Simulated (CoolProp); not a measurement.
Values from CoolProp's reference Helmholtz-energy equation of state, Span 2003. It is a short technical equation, of lower accuracy than the large ones.

Problem. For n-heptane, give the phase and the cp (kJ/(kg K)), viscosity (µPa s) at 586.9 K and 0.0154 MPa; 494.2 K and 0.0355 MPa.

Solution. 
- 586.9 K and 0.0154 MPa: gas; cp 2.83, viscosity 11.4
- 494.2 K and 0.0355 MPa: gas; cp 2.50, viscosity 9.67

Viscosity comes from a separate model (Michailidou 2014).
